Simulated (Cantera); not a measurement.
# Premixed flame

A freely propagating, adiabatic, planar premixed flame of 5.45 % CH4, 0.354 % C2H6, 0.207 % C3H8, 15.5 % O2, 58.3 % N2, 20.2 % H2O, equivalence ratio 0.85, unburnt at 675 K and 0.460 bar; mixture-averaged transport, grid criteria slope 0.08 and curve 0.16, no radiation.

Model: GRI-Mech 3.0 (53 species, 325 reactions), integrated in Cantera. Burning velocities carry a grid error of a few per cent, more on coarse grids.

```
z (mm)  T (K)  u (m/s)     x CH4    x C2H6    x C3H8     x CO2   x CH2CO    x C2H
------  -----  -------  --------  --------  --------  --------  --------  -------
-3.06     675    0.971    0.0545   0.00354   0.00207   2.86e-7     <1e-8    <1e-8
-2.04     677    0.975    0.0542   0.00353   0.00207   6.38e-6   4.69e-8    <1e-8
-1.53     683    0.985    0.0538   0.00352   0.00206   2.76e-5   2.25e-7    <1e-8
-1.02     722     1.04    0.0516   0.00346   0.00203  0.000266   2.77e-6    <1e-8
-0.510    968     1.42    0.0389   0.00285   0.00146   0.00342   5.19e-5    <1e-8
-0.255   1259     1.86    0.0230   0.00154  0.000486   0.00986  0.000160    <1e-8
0        1554     2.31   0.00583  0.000118   1.11e-5    0.0222  0.000145  6.12e-8
0.255    1681     2.49  0.000408   3.54e-7     <1e-8    0.0363   1.60e-5  3.53e-8
0.510    1726     2.54   1.53e-5     <1e-8     <1e-8    0.0463   5.45e-7    <1e-8
1.02     1783     2.61   2.65e-8     <1e-8     <1e-8    0.0551     <1e-8    <1e-8
2.04     1847     2.70     <1e-8     <1e-8     <1e-8    0.0594     <1e-8    <1e-8
4.08     1909     2.78     <1e-8     <1e-8     <1e-8    0.0618     <1e-8    <1e-8
8.16     1956     2.84     <1e-8     <1e-8     <1e-8    0.0639     <1e-8    <1e-8
```
x: mole fraction of selected species; z is measured from the peak of heat release.

The laminar burning velocity is 97.0 cm/s. The thermal thickness is 1.02 mm. The peak x(CH2CO) is 0.000195, the peak x(C2H) is 8.34e-8 and the grid points is 132.
